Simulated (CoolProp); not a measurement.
A single-stage vapour-compression cycle with the fluid: evaporating at 318.15 K (dew point), condensing at 382.15 K (bubble point), superheat 5 K, subcooling 2 K, compressor efficiency 0.7, no pressure losses. The same conditions are run with several fluids, on thermodynamics alone (safety and materials aside).

The numbers come from the reference Helmholtz-energy equation of state of each fluid (dimethyl ether: Wu 2011; R11: Jacobsen 1992; R236FA: Pan 2012; 1,2-dichloroethane: Thol 2015; methanol: de Reuck 1993; R1336mzz(E): Akasaka 2023) in CoolProp.

Problem. Rank dimethyl ether, R11, R236FA, 1,2-dichloroethane, methanol, R1336mzz(E) by cooling COP, highest first.

Solution. 1,2-dichloroethane (2.96), methanol (2.93), R11 (2.70), dimethyl ether (2.09), R1336mzz(E) (1.74), R236FA (1.63)

```csv
fluid,pressure ratio,discharge temperature (K),refrigerating effect (kJ/kg),volumetric capacity (kJ/m³)
dimethyl ether,3.83,408.0,196,4040
R11,4.89,405.4,118,1290
R236FA,4.61,385.4,49.3,1630
"1,2-dichloroethane",8.32,425.9,265,251
methanol,10.4,517.2,971,531
R1336mzz(E),4.88,383.7,52.1,1340
```
